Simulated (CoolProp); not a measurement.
Values from CoolProp's reference Helmholtz-energy equation of state, Tillner-Roth 1997.

Question: For CH2F2 (R32), give the phase and the Z, cv (kJ/(kg K)) at 323.3 K and 3.28 MPa.

Answer: 
- 323.3 K and 3.28 MPa: liquid; Z 0.0755, cv 1.00
